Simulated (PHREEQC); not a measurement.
A solution holds 0.28 mol/kgw KOH, 5.7e-05 mol/kgw Na2SiO3 and 0.18 mol/kgw Na2CO3, at 42 °C. Closed to the air; pH follows from the charge balance.

The numbers come from PHREEQC with the Pitzer model, pitzer.dat.

Each row changes one thing in this solution. No solid was allowed to form.

```
case                                              pH  ionic strength (mol/kgw)  HCO3- (mol/kgw)  H2SiO4-2 (mol/kgw)  H3SiO4- (mol/kgw)  H4SiO4 (mol/kgw)
----------------------------------------  ----------  ------------------------  ---------------  ------------------  -----------------  ----------------
as made                                        12.78                     0.820         0.000127             5.11e-5            5.95e-6           1.95e-9
KOH from 0.28 to 1.4 mol/kgw                   13.62                      1.94          1.89e-5             5.66e-5            4.10e-7          1.63e-11
Na2CO3 from 0.18 to 1.8 mol/kgw                12.95                (withheld)         0.000620             5.59e-5            1.13e-6          1.00e-10
temperature from 42 to 20 °C              (withheld)                     0.820          3.80e-5             5.20e-5            5.04e-6          6.95e-10
Na2SiO3 from 5.7e-05 to 1.14e-05 mol/kgw       12.78                     0.820         0.000127             1.02e-5            1.19e-6          3.91e-10
diluted 5-fold with water                 (withheld)                     0.164         0.000179             4.77e-6            6.62e-6           1.43e-8
```

Problem. Complete the blanks.

Solution. 
- Na2CO3 from 0.18 to 1.8 mol/kgw, ionic strength (mol/kgw): 5.68
- temperature from 42 to 20 °C, pH: 13.47
- diluted 5-fold with water, pH: 12.10

Away from 25 °C the constants follow the database's enthalpies or fits; those with neither stay at their 25 °C values.
